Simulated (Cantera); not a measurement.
Feed: 1 mol CaF2, 5.2 mol O2, 5.1 mol N2, equilibrated at 1325 °C and 0.0600 bar.

These are equilibrium values from Cantera (NASA tables, ideal gas, pure condensed phases), not measurements of a reactor. Candidate condensed phases: Ca, CaF2, CaO; 22 gas species. Kinetics and transport are ignored.

Base state: O2 0.504, N2 0.494, NO 0.00235, CaF2 0.000253, O 4.10e-5 (mole fractions); condensed: CaF2(s).

Task: What changes in the equilibrium state with this change: temperature from 1325 °C to 875 °C?

Result: 
| species | before | after |
|---|---|---|
| O2 | 0.504 | 0.505 |
| N2 | 0.494 | 0.495 |
| NO | 0.00235 | 0.000159 |
| CaF2 | 0.000253 | 1.47e-9 |
| O | 4.10e-5 | 2.31e-8 |
| CaF2(s), mol | 0.997 | 1.00 |
